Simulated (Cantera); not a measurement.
An isothermal, constant-pressure homogeneous reactor starts with NO : N2 = 1 : 0.14 (molar parts), at 1573 K and 0.300 bar. Integrator tolerance rtol = 1e-08.

Cantera simulation using GRI-Mech 3.0 (53 species, 325 reactions); the numbers are that mechanism's predictions, not measurements.

Question: What does this change do: N2 0.14 to 1.3 parts?

Answer: 
```
quantity                                           before                                     after
----------------  ---------------------------------------  ----------------------------------------
x(NO) at 80.0 s     0.440 (gas-phase equilibrium 0.00210)     0.291 (gas-phase equilibrium 0.00175)
x(N2O) at 80.0 s  6.32e-5 (gas-phase equilibrium 5.84e-8)   2.84e-5 (gas-phase equilibrium 5.73e-8)
x(O) at 80.0 s    9.10e-6 (gas-phase equilibrium 1.27e-5)   5.26e-6 (gas-phase equilibrium 8.93e-6)
x(O2) at 80.0 s       0.218 (gas-phase equilibrium 0.438)      0.0715 (gas-phase equilibrium 0.217)
x(NO2) at 80.0 s  0.00106 (gas-phase equilibrium 7.18e-6)  0.000403 (gas-phase equilibrium 4.20e-6)
x(N2) at 80.0 s       0.341 (gas-phase equilibrium 0.560)       0.637 (gas-phase equilibrium 0.782)
```
